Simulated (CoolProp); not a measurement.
Vapour-liquid equilibrium of R22 (1) + dimethyl ether (2) at 1.81 MPa; x and y are mole fractions of (1).

Model: multi-fluid Helmholtz-energy mixture model, Kamei 1995 and Wu 2011; pair parameters Bell 2016, in CoolProp.

| x | bubble temperature, mixture model (°C) | bubble temperature, Raoult's law (°C) | y, mixture model | y, Raoult's law |
|---|---|---|---|---|
| 0.05 | 70.4 | 68.6 | 0.045 | 0.080 |
| 0.125 | 70.8 | 66.4 | 0.119 | 0.192 |
| 0.2 | 71.0 | 64.3 | 0.198 | 0.294 |
| 0.275 | 70.9 | 62.4 | 0.284 | 0.388 |
| 0.35 | 70.4 | 60.5 | 0.376 | 0.474 |
| 0.425 | 69.5 | 58.7 | 0.471 | 0.554 |
| 0.5 | 68.0 | 56.9 | 0.568 | 0.627 |
| 0.575 | 65.9 | 55.3 | 0.662 | 0.695 |
| 0.65 | 63.2 | 53.7 | 0.750 | 0.758 |
| 0.725 | 60.1 | 52.1 | 0.828 | 0.817 |
| 0.8 | 56.5 | 50.7 | 0.893 | 0.872 |
| 0.875 | 52.8 | 49.2 | 0.945 | 0.922 |
| 0.95 | 49.2 | 47.8 | 0.982 | 0.970 |

The largest gap from Raoult's law is +11.1 K in bubble temperature, at x = 0.5. y crosses x between x = 0.2 and 0.275: the model has an azeotrope there.

Pair parameters are fitted to limited data, so mixtures are less certain than the pure fluids.
